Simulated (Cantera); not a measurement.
An isothermal, constant-pressure homogeneous reactor starts with 62.1 % N₂O, 37.9 % N₂, at 1600 K and 1.00 bar.

Cantera simulation using GRI-Mech 3.0 (53 species, 325 reactions); the numbers are that mechanism's predictions, not measurements. GRI-Mech 3.0 was tuned for natural gas; its chemistry of N2O as a main component is partial and can be far from experiment. The temperature is held fixed by assumption; the heat of reaction is taken as removed at once.

One state of this run: x N₂O = 4.97e-6; x O = 6.18e-6; x NO = 0.117; x O₂ = 0.178; x NO₂ = 0.000433; x N₂ = 0.704. x: mole fraction; the columns are a selection and need not sum to one.

Q: Which value of t (s) does it belong to?
(A) 0.0158
(B) 0.000500
(C) 1.58
(D) 0.0500

A: C, 1.58
